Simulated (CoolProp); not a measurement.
Properties of R236FA along the isobar 5.53 MPa.

Values from CoolProp's reference Helmholtz-energy equation of state, Pan 2012.

```json
[
 {"T (°C)": "29.55", "phase": "liquid", "cp (kJ/(kg K))": "1.221", "speed of sound (m/s)": "555.4", "fugacity coefficient": "0.06531"},
 {"T (°C)": "38.35", "phase": "liquid", "cp (kJ/(kg K))": "…", "speed of sound (m/s)": "522.9", "fugacity coefficient": "…"},
 {"T (°C)": "47.25", "phase": "liquid", "cp (kJ/(kg K))": "1.254", "speed of sound (m/s)": "490.5", "fugacity coefficient": "…"},
 {"T (°C)": "56.05", "phase": "liquid", "cp (kJ/(kg K))": "1.274", "speed of sound (m/s)": "458.6", "fugacity coefficient": "0.1308"},
 {"T (°C)": "64.95", "phase": "liquid", "cp (kJ/(kg K))": "1.296", "speed of sound (m/s)": "…", "fugacity coefficient": "0.1595"},
 {"T (°C)": "73.75", "phase": "liquid", "cp (kJ/(kg K))": "1.321", "speed of sound (m/s)": "…", "fugacity coefficient": "…"},
 {"T (°C)": "82.65", "phase": "liquid", "cp (kJ/(kg K))": "1.351", "speed of sound (m/s)": "362.6", "fugacity coefficient": "0.2265"},
 {"T (°C)": "91.45", "phase": "liquid", "cp (kJ/(kg K))": "1.385", "speed of sound (m/s)": "330.7", "fugacity coefficient": "0.2643"},
 {"T (°C)": "100.35", "phase": "liquid", "cp (kJ/(kg K))": "1.428", "speed of sound (m/s)": "298.2", "fugacity coefficient": "0.3051"},
 {"T (°C)": "109.15", "phase": "liquid", "cp (kJ/(kg K))": "…", "speed of sound (m/s)": "265.7", "fugacity coefficient": "0.3478"},
 {"T (°C)": "118.05", "phase": "liquid", "cp (kJ/(kg K))": "…", "speed of sound (m/s)": "232.4", "fugacity coefficient": "0.3926"},
 {"T (°C)": "126.85", "phase": "supercritical", "cp (kJ/(kg K))": "1.656", "speed of sound (m/s)": "199.1", "fugacity coefficient": "0.4380"}
]
```

**Question.** Fill in the missing entries.

**Answer.** 
- 38.35, cp (kJ/(kg K)): 1.237
- 38.35, fugacity coefficient: 0.08382
- 47.25, fugacity coefficient: 0.1058
- 64.95, speed of sound (m/s): 426.4
- 73.75, speed of sound (m/s): 394.7
- 73.75, fugacity coefficient: 0.1912
- 109.15, cp (kJ/(kg K)): 1.481
- 118.05, cp (kJ/(kg K)): 1.554
